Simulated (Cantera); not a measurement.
A perfectly stirred reactor is fed with NH₃ : H₂ = 1 : 1.2 (molar parts), at 0.400 bar; it is held at 2175 K, and followed from long to short residence time.

Computed with Cantera and the gas-phase N/H chemistry of the illustrative SiF4/NH3 mechanism in the Surface Chemkin manual (1991). Walls and surfaces, which speed up NH3 decomposition in real reactors, are not modelled.

Question: Predict: x(NH₃) at τ = 7.60 s; x(H₂) at τ = 7.60 s; x(N₂H₂) at τ = 7.60 s; x(NH₂) at τ = 7.60 s; x(NH₃) at τ = 17.0 ms; x(H₂) at τ = 17.0 ms; x(N₂H₂) at τ = 17.0 ms; x(N₂H₄) at τ = 17.0 ms; x(NH₂) at τ = 17.0 ms.

Answer: 
```
Property                  Result
----------------------  --------
x(NH₃) at τ = 7.60 s    0.000877
x(H₂) at τ = 7.60 s        0.837
x(N₂H₂) at τ = 7.60 s    4.03e-9
x(NH₂) at τ = 7.60 s     2.17e-5
x(NH₃) at τ = 17.0 ms      0.207
x(H₂) at τ = 17.0 ms       0.706
x(N₂H₂) at τ = 17.0 ms   2.25e-6
x(N₂H₄) at τ = 17.0 ms   4.42e-8
x(NH₂) at τ = 17.0 ms   0.000938
```
